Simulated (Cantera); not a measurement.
A Cantera script and what it prints.

```python
import numpy as np
import cantera as ct

gas_names = [...]  # 95 gases of nasa_gas.yaml made of C, F, H
cond_names = """
    C(gr) C6H6(L) C7H8(L) C8H18(L),n-octa
""".split()


# ... load() reads the species with a 1 bar reference pressure and builds the phases ...
atoms = {
    'CH2F2': {'C': 1, 'H': 2, 'F': 2},
    'F2': {'F': 2},
    'H2': {'H': 2},
}
top_T = {'C(gr)': 4500}  # K; cautious upper limits of use, not melting points


# ... equilibrate(T, P, feed) seeds the gas with the atoms and calls Mixture.equilibrate('TP', solver="vcs", rtol=1e-11, max_steps=5000) ...
results = []
feed = {'CH2F2': 1, 'F2': 0.35, 'H2': 4.9}  # mol
P = 3000  # Pa
for T in [1098, 1248, 1398, 1548, 1698, 1848, 1998, 2148, 2298, 2448, 2598]:
    mix = equilibrate(T, P, feed)
    results.append((T, P, feed, dict(zip(mix.species_names, mix.species_moles))))
    x = sorted(zip(gas.X, gas.species_names), reverse=True)
    print(f"T = {T:g} K  P = {P:g} Pa  gas = {mix.phase_moles(0):.4g} mol")
    print("   x: " + "  ".join(f"{s} {v:.3e}" for v, s in x if v > 0.0001))
    print("   condensed (mol): " + ("  ".join(f"{mix.phase(i).name} {mix.phase_moles(i):.4g}"
          for i in range(1, mix.n_phases) if mix.phase_moles(i) > 1e-12) or "none"))
```

Result:

```
T = 1098 K  P = 3000 Pa  gas = 7.247 mol
   x: H2 6.270e-01  HF 3.726e-01  CH4 4.310e-04
   condensed (mol): C(gr) 0.9969
T = 1248 K  P = 3000 Pa  gas = 7.249 mol
   x: H2 6.274e-01  HF 3.725e-01  CH4 1.317e-04
   condensed (mol): C(gr) 0.999
T = 1398 K  P = 3000 Pa  gas = 7.25 mol
   x: H2 6.275e-01  HF 3.724e-01
   condensed (mol): C(gr) 0.9996
T = 1548 K  P = 3000 Pa  gas = 7.25 mol
   x: H2 6.274e-01  HF 3.724e-01  H 1.408e-04
   condensed (mol): C(gr) 0.9997
T = 1698 K  P = 3000 Pa  gas = 7.252 mol
   x: H2 6.270e-01  HF 3.723e-01  H 6.611e-04
   condensed (mol): C(gr) 0.9992
T = 1848 K  P = 3000 Pa  gas = 7.259 mol
   x: H2 6.254e-01  HF 3.720e-01  H 2.421e-03  C2H2,acetylene 1.611e-04
   condensed (mol): C(gr) 0.9976
T = 1998 K  P = 3000 Pa  gas = 7.277 mol
   x: H2 6.212e-01  HF 3.711e-01  H 7.299e-03  C2H2,acetylene 4.709e-04
   condensed (mol): C(gr) 0.9931
T = 2148 K  P = 3000 Pa  gas = 7.319 mol
   x: H2 6.111e-01  HF 3.689e-01  H 1.881e-02  C2H2,acetylene 1.170e-03
   condensed (mol): C(gr) 0.9828
T = 2298 K  P = 3000 Pa  gas = 7.408 mol
   x: H2 5.905e-01  HF 3.645e-01  H 4.249e-02  C2H2,acetylene 2.526e-03
   condensed (mol): C(gr) 0.9622
T = 2448 K  P = 3000 Pa  gas = 7.574 mol
   x: H2 5.532e-01  HF 3.564e-01  H 8.548e-02  C2H2,acetylene 4.784e-03  F 1.002e-04
   condensed (mol): C(gr) 0.926
T = 2598 K  P = 3000 Pa  gas = 7.86 mol
   x: H2 4.937e-01  HF 3.432e-01  H 1.544e-01  C2H2,acetylene 7.944e-03  F 2.868e-04  C2H 2.179e-04
   condensed (mol): C(gr) 0.8677
```

Equilibrium computed with Cantera from the NASA thermochemical tables; the gas is ideal and each condensed phase is pure.
